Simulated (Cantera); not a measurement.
A perfectly stirred reactor is fed with 9.09 % NH₃, 90.9 % H₂, at 13300 Pa; it is held at 1975 K, and followed from long to short residence time.

Detailed kinetics in Cantera: the gas-phase N/H chemistry of the illustrative SiF4/NH3 mechanism in the Surface Chemkin manual (1991). Walls and surfaces, which speed up NH3 decomposition in real reactors, are not modelled.

x: mole fraction; the columns are a selection and need not sum to one.

```tsv
τ (s)	x NH₃	x H₂	x N₂	x H	x NH
9.2	0.00310	0.954	0.0402	0.00275	2.59e-6
2.9	0.0100	0.951	0.0370	0.00184	3.77e-6
0.89	0.0284	0.942	0.0286	0.00125	5.01e-6
0.28	0.0544	0.928	0.0166	0.000980	6.04e-6
0.087	(withheld)	0.916	(withheld)	(withheld)	6.50e-6
0.027	0.0860	0.911	(withheld)	(withheld)	6.19e-6
0.0085	0.0897	0.909	0.000458	0.000656	4.63e-6
0.0026	0.0907	0.909	3.18e-5	0.000377	1.56e-6
```

### Question
Fill in the missing entries.

### Answer

- 0.087, x NH₃: 0.0756
- 0.087, x N₂: 0.00689
- 0.087, x H: 0.000854
- 0.027, x N₂: 0.00214
- 0.027, x H: 0.000777
